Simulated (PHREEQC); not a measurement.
A solution holds 0.12 mol/kgw KH2PO4, 0.016 mol/kgw K2HPO4 and 0.23 mol/kgw NaCl, at 25 °C. Closed to the air; pH follows from the charge balance.

Equilibrium calculation in PHREEQC: ion-association model, phreeqc.dat.

Each row changes one thing in this solution. Precipitation was switched off in this run.

```tsv
case	pH	ionic strength (mol/kgw)	H2PO4- (mol/kgw)	HPO4-2 (mol/kgw)	NaHPO4- (mol/kgw)	KHPO4- (mol/kgw)	SI of Sylvite (KCl)	SI of Halite (NaCl)
as made	5.79	0.393	0.120	0.0137	0.00146	0.000884	-2.72	-3.17
K2HPO4 from 0.016 to 0.032 mol/kgw	6.07	0.436	0.120	0.0272	0.00280	0.00203	-2.64	-3.18
0.0042 mol/kgw HCl added	5.64	0.390	0.124	0.0101	0.00108	0.000655	-2.71	-3.16
0.081 mol/kgw HF added	2.81	0.382	0.118	1.42e-5	1.52e-6	9.30e-7	-2.71	-3.17
K2HPO4 from 0.016 to 0.0032 mol/kgw	5.11	0.359	0.120	0.00283	0.000313	0.000158	-2.78	-3.16
diluted 10-fold with water	6.09	0.0397	0.0120	0.00155	3.41e-5	2.22e-5	-4.52	-5.01
diluted 2-fold with water	5.89	0.197	0.0600	0.00722	0.000483	0.000304	-3.25	-3.72
0.01 mol/kgw Ca(OH)2 added	6.18	0.420	0.0974	0.0279	0.00291	0.00175	-2.72	-3.17
KH2PO4 from 0.12 to 0.6 mol/kgw	4.97	0.871	0.599	0.0129	0.00111	0.00256	-2.17	-3.20
```

The ionic strength passes 0.7 mol/kgw, the rough limit of the ion-association models, in KH2PO4 from 0.12 to 0.6 mol/kgw. Some of these states are supersaturated (in Hydroxyapatite, for instance).
